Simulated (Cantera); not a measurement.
An adiabatic, constant-pressure homogeneous reactor starts with H2 : O2 : N2 = 1 : 0.333 : 1.25 (molar parts), equivalence ratio 1.5, at 1150 K and 3750 Torr.

Computed with Cantera and GRI-Mech 3.0 (53 species, 325 reactions). The hydrogen kinetics of GRI-Mech 3.0 are dated; newer H2 mechanisms differ, most at raised pressure.

Predict: time of steepest temperature rise; temperature at 1.00 s; equilibrium temperature; x(H2) at 1.00 s; x(O2) at 1.00 s; x(NO2) at 1.00 s; x(HO2) at 1.00 s; x(NO) at 1.00 s.

time of steepest temperature rise: 52.5 µs
temperature at 1.00 s: 2819 K
equilibrium temperature: 2819 K
x(H2) at 1.00 s: 0.146 (gas-phase equilibrium 0.146)
x(O2) at 1.00 s: 0.000413 (gas-phase equilibrium 0.000413)
x(NO2) at 1.00 s: 9.20e-8 (gas-phase equilibrium 9.20e-8)
x(HO2) at 1.00 s: 6.99e-7 (gas-phase equilibrium 6.99e-7)
x(NO) at 1.00 s: 0.00140 (gas-phase equilibrium 0.00140)
